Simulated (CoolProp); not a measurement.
A single-stage vapour-compression cycle with the fluid: evaporating at 214.15 K (dew point), condensing at 241.15 K (bubble point), superheat 10 K, subcooling 8 K, compressor efficiency 0.65, no pressure losses. The same conditions are run with several fluids, on thermodynamics alone (safety and materials aside).

The numbers come from the reference Helmholtz-energy equation of state of each fluid (R152A: Outcalt 1996; R507A: Lemmon 2003; propylene: Lemmon 2013; R404A: Lemmon 2003; nitrous oxide: Lemmon 2006; hydrogen chloride: Thol 2018) in CoolProp. Blends and air are pseudo-pure fits.

| fluid | cooling COP | pressure ratio | discharge temperature (K) | refrigerating effect (kJ/kg) | volumetric capacity (kJ/m³) |
|---|---|---|---|---|---|
| R152A | 4.79 | 4.39 | 300.3 | 338 | 193 |
| R507A | 4.84 | 3.63 | 276.9 | 188 | 554 |
| propylene | 4.81 | 3.35 | 289.5 | 422 | 570 |
| R404A | 4.68 | 3.81 | 279.3 | 192 | 518 |
| nitrous oxide | 4.53 | 2.75 | 309.7 | 313 | 3540 |
| hydrogen chloride | 4.47 | 2.77 | 332.9 | 390 | 2950 |
